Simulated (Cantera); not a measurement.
**Carbon deposition, reforming and gasification: toluene + O₂ + N₂**

Feed: 1 mol toluene, 0.0095 mol O₂, 6.7 mol N₂, at 2750 °C.

These are equilibrium values from Cantera (NASA tables, ideal gas, pure condensed phases), not measurements of a reactor. Candidate condensed phases: C, C₆H₆, C₇H₈, C₈H₁₈, H₂O; 136 gas species. The ideal-gas law is rough above about 30 bar. Kinetics and transport are ignored.

From 10.0 Pa to 2.20 mbar nothing is condensed. From 10.0 mbar to 100 bar the condensed part is C(graphite). The main C-bearing gas is C at 10.0 Pa and HCN at 100 bar.

| P (Pa) | x N₂ | x H | x H₂ | x C | x C₃ | x HCN | x CN | x C₂ | x C₂H₂ (acetylene) | x HNC | n C(graphite) |
|---|---|---|---|---|---|---|---|---|---|---|---|
| 10 | 0.326 | 0.416 | 0.000604 | 0.141 | 0.0447 | 0.000654 | 0.0475 | 0.0204 | 2.01e-6 | 0.000126 | 0 |
| 46 | 0.349 | 0.436 | 0.00304 | 0.0618 | 0.0793 | 0.00306 | 0.0462 | 0.0180 | 4.11e-5 | 0.000587 | 0 |
| 220 | 0.367 | 0.425 | 0.0138 | 0.0233 | 0.0979 | 0.0121 | 0.0391 | 0.0123 | 0.000609 | 0.00232 | 0 |
| 1000 | 0.430 | 0.393 | 0.0538 | 0.00631 | 0.0399 | 0.0316 | 0.0244 | 0.00407 | 0.00358 | 0.00608 | 3.81 |
| 4600 | 0.487 | 0.284 | 0.129 | 0.00137 | 0.00866 | 0.0522 | 0.0121 | 0.000884 | 0.00860 | 0.0100 | 5.31 |
| 22000 | 0.526 | 0.163 | 0.203 | 0.000287 | 0.00181 | 0.0681 | 0.00575 | 0.000185 | 0.0135 | 0.0131 | 5.49 |
| 100000 | 0.549 | 0.0848 | 0.250 | 6.31e-5 | 0.000399 | 0.0771 | 0.00276 | 4.07e-5 | 0.0166 | 0.0148 | 5.47 |
| 460000 | 0.561 | 0.0415 | 0.276 | 1.37e-5 | 8.66e-5 | 0.0819 | 0.00130 | 8.84e-6 | 0.0184 | 0.0157 | 5.44 |
| 2200000 | 0.568 | 0.0194 | 0.289 | 2.87e-6 | 1.81e-5 | 0.0842 | 0.000597 | 1.85e-6 | 0.0192 | 0.0162 | 5.42 |
| 10000000 | 0.571 | 0.00918 | 0.294 | 6.31e-7 | 3.99e-6 | 0.0852 | 0.000281 | 4.07e-7 | 0.0195 | 0.0164 | 5.41 |
x: gas mole fraction; n: condensed amount in mol.
